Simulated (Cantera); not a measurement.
What does this Cantera script print?

```python
import numpy as np
import cantera as ct

gas_names = [...]  # 139 gases of nasa_gas.yaml made of C, H, N, O, Pb
cond_names = """
    C(gr) C6H6(L) C7H8(L) C8H18(L),n-octa H2O(s) H2O(L) Pb(cr) Pb(L) PbO(rd) PbO(yw) PbO(L) PbO2(s)
    Pb3O4(s)
""".split()


# ... load() reads the species with a 1 bar reference pressure and builds the phases ...
atoms = {
    'PbO': {'Pb': 1, 'O': 1},
    'CH4': {'C': 1, 'H': 4},
    'N2': {'N': 2},
}
top_T = {'C(gr)': 4500, 'Pb3O4(s)': 820}  # K; cautious upper limits of use, not melting points


# ... equilibrate(T, P, feed) seeds the gas with the atoms and calls Mixture.equilibrate('TP', solver="vcs", rtol=1e-11, max_steps=5000) ...
results = []
feed = {'PbO': 1, 'CH4': 0.54, 'N2': 0.85}  # mol
T = 1348.15  # K
for P in [10, 52, 270, 1400, 7200, 37000, 190000, 1000000]:
    mix = equilibrate(T, P, feed)
    results.append((T, P, feed, dict(zip(mix.species_names, mix.species_moles))))
    x = sorted(zip(gas.X, gas.species_names), reverse=True)
    print(f"T = {T:g} K  P = {P:g} Pa  gas = {mix.phase_moles(0):.4g} mol")
    print("   x: " + "  ".join(f"{s} {v:.3e}" for v, s in x if v > 1e-06))
    print("   condensed (mol): " + ("  ".join(f"{mix.phase(i).name} {mix.phase_moles(i):.4g}"
          for i in range(1, mix.n_phases) if mix.phase_moles(i) > 1e-12) or "none"))
```

Result:

```
T = 1348.15 K  P = 10 Pa  gas = 3.47 mol
   x: Pb 2.882e-01  N2 2.449e-01  H2 2.095e-01  CO 1.247e-01  H2O 1.016e-01  CO2 3.090e-02  H 1.061e-04  PbO 1.751e-05
   condensed (mol): none
T = 1348.15 K  P = 52 Pa  gas = 3.47 mol
   x: Pb 2.882e-01  N2 2.450e-01  H2 2.096e-01  CO 1.247e-01  H2O 1.016e-01  CO2 3.090e-02  H 4.655e-05  PbO 1.751e-05  Pb2 1.281e-06
   condensed (mol): none
T = 1348.15 K  P = 270 Pa  gas = 3.47 mol
   x: Pb 2.882e-01  N2 2.450e-01  H2 2.096e-01  CO 1.247e-01  H2O 1.016e-01  CO2 3.090e-02  H 2.043e-05  PbO 1.751e-05  Pb2 6.650e-06
   condensed (mol): none
T = 1348.15 K  P = 1400 Pa  gas = 3.47 mol
   x: Pb 2.881e-01  N2 2.450e-01  H2 2.096e-01  CO 1.247e-01  H2O 1.017e-01  CO2 3.090e-02  Pb2 3.447e-05  PbO 1.751e-05  H 8.972e-06
   condensed (mol): none
T = 1348.15 K  P = 7200 Pa  gas = 2.646 mol
   x: N2 3.213e-01  H2 2.749e-01  CO 1.636e-01  H2O 1.333e-01  Pb 6.646e-02  CO2 4.053e-02  Pb2 9.434e-06  H 4.531e-06  PbO 4.040e-06
   condensed (mol): Pb(L) 0.8241
T = 1348.15 K  P = 37000 Pa  gas = 2.502 mol
   x: N2 3.397e-01  H2 2.906e-01  CO 1.729e-01  H2O 1.410e-01  CO2 4.285e-02  Pb 1.293e-02  NH3 3.480e-06  H 2.055e-06  Pb2 1.836e-06
   condensed (mol): Pb(L) 0.9676
T = 1348.15 K  P = 190000 Pa  gas = 2.476 mol
   x: N2 3.433e-01  H2 2.937e-01  CO 1.748e-01  H2O 1.425e-01  CO2 4.331e-02  Pb 2.519e-03  NH3 1.825e-05  CH4 3.808e-06
   condensed (mol): Pb(L) 0.9938
T = 1348.15 K  P = 1e+06 Pa  gas = 2.47 mol
   x: N2 3.440e-01  H2 2.940e-01  CO 1.750e-01  H2O 1.429e-01  CO2 4.345e-02  Pb 4.785e-04  CH4 1.057e-04  NH3 9.630e-05  HCN 2.139e-06
   condensed (mol): Pb(L) 0.9988
```

Equilibrium computed with Cantera from the NASA thermochemical tables; the gas is ideal and each condensed phase is pure.
